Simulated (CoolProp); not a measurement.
A closed Brayton cycle with carbon dioxide: compressor inlet 312.15 K and 9.5 MPa, high pressure 32.2 MPa, turbine inlet 995 K, compressor efficiency 0.89, turbine efficiency 0.9, recuperator effectiveness 0.9 (on enthalpy, no pinch check). Each further row changes one setting.

Computed with CoolProp (reference Helmholtz-energy equation of state, Span 1996).

| case | thermal efficiency (%) | net work (kJ/kg) | compressor to turbine work | compressor exit (K) | turbine exit (K) |
|---|---|---|---|---|---|
| as stated | 41.6 | 158 | 0.19 | 355.2 | 831.4 |
| turbine inlet 945 K | 40.5 | 147 | 0.20 | 355.2 | 786.8 |
| compressor inlet 322.15 K | 40.7 | 141 | 0.27 | 404.2 | 831.4 |
| high pressure 27.4 MPa | 39.8 | 141 | 0.17 | 348.6 | 852.1 |
| recuperator effectiveness 0.5 | 26.0 | 158 | 0.19 | 355.2 | 831.4 |
